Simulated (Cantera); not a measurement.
An isothermal, constant-pressure homogeneous reactor starts with CO : O2 : H2O : N2 = 0.013 : 0.0054 : 0.017 : 1 (molar parts), equivalence ratio 1.2, at 850 K and 0.380 bar. Integrator tolerance rtol = 1e-08.

Cantera simulation using GRI-Mech 3.0 (53 species, 325 reactions); the numbers are that mechanism's predictions, not measurements.

### Question
What does this change do: 0.015 parts H2 added?

### Answer
| quantity | before | after |
|---|---|---|
| x(CO) at 40.0 s | 0.0115 (gas-phase equilibrium 0.000453) | 0.0102 (gas-phase equilibrium 0.00264) |
| x(O2) at 40.0 s | 0.00473 (gas-phase equilibrium <1e-12) | 0.000324 (gas-phase equilibrium <1e-12) |
| x(H2O) at 40.0 s | 0.0164 (gas-phase equilibrium 0.0148) | 0.0237 (gas-phase equilibrium 0.0168) |
| x(HO2) at 40.0 s | 6.52e-7 (gas-phase equilibrium <1e-12) | 1.57e-7 (gas-phase equilibrium <1e-12) |
| x(CO2) at 40.0 s | 0.00101 (gas-phase equilibrium 0.0122) | 0.00228 (gas-phase equilibrium 0.00980) |
| x(H2) at 40.0 s | 4.18e-5 (gas-phase equilibrium 0.00168) | 0.00695 (gas-phase equilibrium 0.0138) |
| x(NO2) at 40.0 s | 1.17e-12 (gas-phase equilibrium <1e-12) | <1e-12 (gas-phase equilibrium <1e-12) |
Below about 950 K walls govern HO2 and H2O2 in real vessels.

### Question
What does this change do: temperature 850 to 1100 K?

### Answer
```tsv
quantity	before	after
x(CO) at 40.0 s	0.0115 (gas-phase equilibrium 0.000453)	0.000932 (gas-phase equilibrium 0.000932)
x(O2) at 40.0 s	0.00473 (gas-phase equilibrium <1e-12)	2.71e-11 (gas-phase equilibrium <1e-12)
x(H2O) at 40.0 s	0.0164 (gas-phase equilibrium 0.0148)	0.0153 (gas-phase equilibrium 0.0153)
x(HO2) at 40.0 s	6.52e-7 (gas-phase equilibrium <1e-12)	<1e-12 (gas-phase equilibrium <1e-12)
x(CO2) at 40.0 s	0.00101 (gas-phase equilibrium 0.0122)	0.0117 (gas-phase equilibrium 0.0117)
x(H2) at 40.0 s	4.18e-5 (gas-phase equilibrium 0.00168)	0.00120 (gas-phase equilibrium 0.00120)
x(NO2) at 40.0 s	1.17e-12 (gas-phase equilibrium <1e-12)	<1e-12 (gas-phase equilibrium <1e-12)
```
